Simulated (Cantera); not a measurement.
Feed: 1 mol C, 14 mol H₂, equilibrated at 1175 °C and 13300 Pa.

Cantera equilibrium calculation (NASA polynomials, part measured and part estimated; ideal gas, pure solids and liquids). Candidate condensed phases: C, C₆H₆, C₇H₈, C₈H₁₈; 76 gas species. The numbers say what is thermodynamically allowed, not how fast it happens.

Base state: H₂ 1.000, CH₄ 0.000444, H 2.52e-5 (mole fractions); condensed: C(graphite).

Question: What changes in the equilibrium state with this change: C replaced by CH₃OH?

Answer: 
| species | before | after |
|---|---|---|
| H₂ | 1.000 | 0.941 |
| CO | 0 | 0.0587 |
| CH₄ | 0.000444 | 8.66e-5 |
| H₂O | 0 | 8.49e-5 |
| H | 2.52e-5 | 2.45e-5 |
| C(graphite), mol | 0.994 | 0 |
Further candidate phases: H₂O.
